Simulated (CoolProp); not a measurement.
A single-stage vapour-compression cycle with R125: evaporating at 209.15 K (dew point), condensing at 246.15 K (bubble point), superheat 5 K, subcooling 2 K, compressor efficiency 0.75, no pressure losses. Each further row changes one setting.

The numbers come from the reference Helmholtz-energy equation of state, Lemmon 2005 in CoolProp.

```json
[
 {"case": "as stated", "cooling COP": "3.65", "pressure ratio": "5.96", "discharge temperature (K)": "271.6", "refrigerating effect (kJ/kg)": "137", "volumetric capacity (kJ/m³)": "407"},
 {"case": "evaporating temperature 214.15 K", "cooling COP": "4.42", "pressure ratio": "4.48", "discharge temperature (K)": "267.9", "refrigerating effect (kJ/kg)": "139", "volumetric capacity (kJ/m³)": "542"},
 {"case": "condensing temperature 241.15 K", "cooling COP": "4.33", "pressure ratio": "4.86", "discharge temperature (K)": "264.8", "refrigerating effect (kJ/kg)": "142", "volumetric capacity (kJ/m³)": "424"},
 {"case": "subcooling 7 K", "cooling COP": "3.81", "pressure ratio": "5.96", "discharge temperature (K)": "271.6", "refrigerating effect (kJ/kg)": "142", "volumetric capacity (kJ/m³)": "424"},
 {"case": "superheat 15 K", "cooling COP": "3.65", "pressure ratio": "5.96", "discharge temperature (K)": "282.5", "refrigerating effect (kJ/kg)": "143", "volumetric capacity (kJ/m³)": "406"},
 {"case": "compressor efficiency 0.65", "cooling COP": "3.16", "pressure ratio": "5.96", "discharge temperature (K)": "278.9", "refrigerating effect (kJ/kg)": "137", "volumetric capacity (kJ/m³)": "407"}
]
```
